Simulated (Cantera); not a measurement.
Transport properties of process gases

Gas mixture: 78.1 % NO, 21.9 % N₂, at 390 Torr, frozen composition.

Cantera's kinetic-theory transport with the Lennard-Jones parameters of GRI-Mech 3.0, ideal gas; thermal conductivity in the mixture-averaged form. The composition is frozen, though it would react at the higher temperatures.

```csv
T (K),ρ (kg/m³),cp (J/kg/K),μ (µPa s),λ (mW/m/K),Pr,D (cm²/s) H,D (cm²/s) CO₂,D (cm²/s) C₂H₂
400,0.462,1009,23.0,32.5,0.712,3.96,0.511,0.540
550,0.336,1036,28.7,42.0,0.707,6.87,0.897,0.944
700,0.264,1073,33.7,51.3,0.706,10.4,1.36,1.43
850,0.218,1110,38.3,60.1,0.707,14.4,1.89,1.99
1000,0.185,1140,42.6,68.6,0.709,18.9,2.49,2.62
1150,0.161,1162,46.7,76.8,0.707,23.8,3.16,3.31
1300,0.142,1180,50.6,84.5,0.706,29.2,3.88,4.06
```
D: mixture-averaged diffusion coefficient of that species in the mixture.
